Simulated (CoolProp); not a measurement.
A Linde-Hampson liquefier for dry air: isothermal reversible compression at 230 K from 1 atm to 30 MPa, throttling to 1 atm, return gas leaving the recuperator 5 K below the feed. Each further row changes one setting.

The numbers come from the reference Helmholtz-energy equation of state, Lemmon 2000 in CoolProp. It is a pseudo-pure fit of the blend.

```tsv
case	liquid yield per pass	compression work (kJ/kg of gas)
as stated	___	363
high pressure 60 MPa	0.183	___
warm-end temperature 260 K	___	419
warm-end gap 10 K	0.180	363
```

Problem. Some entries are withheld; supply them.

Solution. 
- as stated, liquid yield per pass: 0.192
- high pressure 60 MPa, compression work (kJ/kg of gas): 420
- warm-end temperature 260 K, liquid yield per pass: 0.137
